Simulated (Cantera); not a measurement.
Input: 1 mol BF₃, a varied amount of H₂, 62 mol N₂, held at 100 Torr.

Cantera equilibrium calculation (NASA polynomials, part measured and part estimated; ideal gas, pure solids and liquids). Candidate condensed phases: B, BN; 31 gas species. The tables' values for BF₂ are old estimates. Rates play no part.

Stable condensed phases, one row left out:

```
T in °C \ n(H₂) in mol
           1 1.4 1.9 2.3 2.7 3.1 3.5 3.9 4.3 4.7 5.1 5.5
   1852    A   A   A   A   A   A   A   A   A   A   A   A
   1802    A   A   A   A   A   A   A   A   A   A   A   A
   1752    A   A   A   A   A   A   A   A   A   A   A   A
   1702    A   A   A   A   A   A   A   A   A   A   A   A
   1652    A   A   A   A   A   A   A   A   A   A   A   A
   1602    A   A   A   A   B   B   B   B   B   B   B   B
   1552    A   B   B   B   B   B   B   B   B   B   B   B
   1452    B   B   B   B   B   B   B   B   B   B   B   B
```

A: gas only; B: BN.

Task: Give the row for 1502 °C.

Result: 1: BN; 1.4: BN; 1.9: BN; 2.3: BN; 2.7: BN; 3.1: BN; 3.5: BN; 3.9: BN; 4.3: BN; 4.7: BN; 5.1: BN; 5.5: BN.
